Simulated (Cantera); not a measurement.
Charge: 1 mol Pb, 0.13 mol O2, 11 mol H2, 0.28 mol CO, equilibrated at 1150 K and 35000 Pa.

Equilibrium computed with Cantera from the NASA thermochemical tables; the gas is ideal and each condensed phase is pure. Candidate condensed phases: C, C6H6, C7H8, C8H18, H2O, Pb, PbO, PbO2, Pb3O4; 113 gas species. Rates play no part.

Base state: H2 0.952, CO 0.0242, H2O 0.0227, Pb 0.000828, CO2 0.000485, CH4 0.000124 (mole fractions); condensed: Pb(l).

Problem. What changes in the equilibrium state with this change: temperature from 1150 K to 1598 K?

Solution. 
```tsv
species	before	after
H2	0.952	0.875
Pb	0.000828	0.0814
CO	0.0242	0.0226
H2O	0.0227	0.0210
Pb2	1.81e-8	2.92e-5
CH4	0.000124	1.29e-7
Pb(l), mol	0.991	0
```

Problem. What changes in the equilibrium state with this change: CO from 0.28 to 2 mol?

Solution. 
```
species       before     after
----------  --------  --------
H2             0.952     0.827
CO            0.0242     0.151
H2O           0.0227    0.0179
Pb          0.000828  0.000828
CO2         0.000485   0.00274
CH4         0.000124  0.000640
Pb(l), mol     0.991     0.989
```
